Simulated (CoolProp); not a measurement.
A simple Rankine cycle with water: condensing at 321.15 K, boiler at 0.341 MPa, turbine inlet 413.1 K, turbine efficiency 0.8, pump efficiency 0.7, no recuperator. Each further row changes one setting.

The numbers come from the reference Helmholtz-energy equation of state, Wagner 2002 in CoolProp.

| case | thermal efficiency (%) | net work (kJ/kg) | heat in (kJ/kg) | turbine exit temperature (K) | volume ratio over the turbine |
|---|---|---|---|---|---|
| as stated | 16.3 | 413 | 2530 | 321.1 | 21.7 |
| turbine inlet 433.1 K | 16.4 | 422 | ? | 321.1 | ? |
| condensing temperature 313.15 K | 17.7 | 454 | ? | 313.1 | 31.7 |
| boiler pressure 0.239 MPa | 14.7 | ? | 2540 | 321.1 | 15.4 |
| turbine efficiency 0.7 | 14.3 | 361 | 2530 | 321.1 | 22.3 |

### Question
Complete the blanks.

### Answer

- turbine inlet 433.1 K, heat in (kJ/kg): 2580
- turbine inlet 433.1 K, volume ratio over the turbine: 20.9
- condensing temperature 313.15 K, heat in (kJ/kg): 2570
- boiler pressure 0.239 MPa, net work (kJ/kg): 374

The expansion ends wet for: as stated; turbine inlet 433.1 K; condensing temperature 313.15 K; boiler pressure 0.239 MPa; turbine efficiency 0.7.
